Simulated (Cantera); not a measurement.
Charge: 1 mol ZrN, 0.077 mol H2, held at 2648 K and 1.33 mbar.

Equilibrium computed with Cantera from the NASA thermochemical tables; the gas is ideal and each condensed phase is pure. Candidate condensed phases: Zr, ZrN; 11 gas species. Mutual solubility and eutectic melting of coexisting phases are not modelled. ZrN: taken at fixed stoichiometry. Condensed phases not in the tables: N, O or C dissolved in the metal. The numbers say what is thermodynamically allowed, not how fast it happens.

Base state: H 0.687, H2 0.291, N2 0.0131, Zr 0.00981 (mole fractions); condensed: Zr(l) + ZrN(s).

Question: What changes in the equilibrium state with this change: temperature from 2648 K to 2298.15 K?

Answer: 
```csv
species,before,after
H2,0.291,0.769
H,0.687,0.230
Zr,0.00981,0.000169
N2,0.0131,8.43e-5
"Zr(l), mol",0.00199,0
"ZrN(s), mol",0.997,1.000
```
